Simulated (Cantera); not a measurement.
# Adiabatic ignition

An adiabatic, constant-pressure homogeneous reactor starts with CH₄ : CO : O₂ : N₂ = 1 : 0.071 : 2.83 : 10.6 (molar parts), equivalence ratio 0.72, at 1200 K and 97000 Pa.

Detailed kinetics in Cantera: GRI-Mech 3.0 (53 species, 325 reactions).

```tsv
t (s)	T (K)	x CH₄	x CO	x O₂	x CH₃	x H₂	x CO₂	x OH
3.00e-6	1200	0.0690	0.00490	0.195	1.98e-9	8.27e-12	1.39e-10	2.83e-11
1.03e-5	1200	0.0690	0.00490	0.195	7.19e-9	4.24e-11	4.87e-10	4.03e-11
3.54e-5	1200	0.0690	0.00490	0.195	2.55e-8	1.93e-10	1.78e-9	5.93e-11
0.000122	1200	0.0690	0.00490	0.195	9.32e-8	1.11e-9	7.25e-9	1.34e-10
0.000418	1200	0.0690	0.00490	0.195	3.92e-7	1.06e-8	3.73e-8	4.91e-10
0.00144	1200	0.0690	0.00490	0.195	2.29e-6	1.94e-7	2.38e-7	2.56e-9
0.00493	1200	0.0689	0.00490	0.195	8.15e-6	3.67e-6	1.41e-6	8.97e-9
0.0169	1202	0.0685	0.00493	0.195	1.46e-5	4.69e-5	1.11e-5	2.66e-8
0.0582	2470	<1e-12	0.00897	0.0530	<1e-12	0.00292	0.0643	0.0107
0.200	2466	<1e-12	0.00888	0.0514	<1e-12	0.00290	0.0644	0.0104
```
x: mole fraction; the columns are a selection and need not sum to one.

```json
{
  "time_of_steepest_temperature_rise": "40.7 ms",
  "temperature at 0.200 s": "2466 K",
  "equilibrium_temperature": "2466 K",
  "x(CH₄) at 0.200 s": "<1e-12 (gas-phase equilibrium <1e-12)",
  "x(CO) at 0.200 s": "0.00888 (gas-phase equilibrium 0.00888)",
  "x(O₂) at 0.200 s": "0.0514 (gas-phase equilibrium 0.0514)"
}
```
